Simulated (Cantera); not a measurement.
# NO annealing gas

An isothermal, constant-pressure homogeneous reactor starts with NO : N₂ = 1 : 14 (molar parts), at 1750 K and 1.00 bar.

Cantera simulation using GRI-Mech 3.0 (53 species, 325 reactions); the numbers are that mechanism's predictions, not measurements.

| t (s) | x NO | x O | x O₂ | x N₂ | x N₂O | x NO₂ |
|---|---|---|---|---|---|---|
| 2.00e-6 | 0.0667 | 1.29e-9 | <1e-12 | 0.933 | 1.30e-9 | 1.16e-11 |
| 8.60e-6 | 0.0667 | 5.38e-9 | <1e-12 | 0.933 | 5.57e-9 | 2.08e-10 |
| 3.70e-5 | 0.0667 | 2.06e-8 | 1.02e-11 | 0.933 | 2.38e-8 | 3.51e-9 |
| 0.000159 | 0.0667 | 6.01e-8 | 1.47e-10 | 0.933 | 1.00e-7 | 4.59e-8 |
| 0.000684 | 0.0667 | 1.38e-7 | 1.84e-9 | 0.933 | 3.94e-7 | 3.54e-7 |
| 0.00294 | 0.0667 | 4.85e-7 | 4.66e-8 | 0.933 | 1.19e-6 | 2.09e-6 |
| 0.0126 | 0.0666 | 1.69e-6 | 2.43e-6 | 0.933 | 1.82e-6 | 8.64e-6 |
| 0.0544 | 0.0666 | 2.12e-6 | 3.02e-5 | 0.933 | 1.84e-6 | 1.10e-5 |
| 0.234 | 0.0663 | 2.28e-6 | 0.000155 | 0.933 | 1.83e-6 | 1.18e-5 |
| 1.01 | 0.0653 | 2.86e-6 | 0.000690 | 0.934 | 1.77e-6 | 1.47e-5 |
| 4.33 | 0.0608 | 4.53e-6 | 0.00290 | 0.936 | 1.55e-6 | 2.20e-5 |
| 18.6 | 0.0456 | 7.92e-6 | 0.0105 | 0.944 | 9.01e-7 | 2.90e-5 |
| 80.0 | 0.0175 | 1.18e-5 | 0.0246 | 0.958 | 2.08e-7 | 1.67e-5 |
x: mole fraction; the columns are a selection and need not sum to one.

Equilibrium at this temperature and pressure: NO 0.00153, O 1.36e-5, O₂ 0.0326, N₂ 0.966, N₂O 9.80e-8, NO₂ 1.68e-6 (gas phase only).
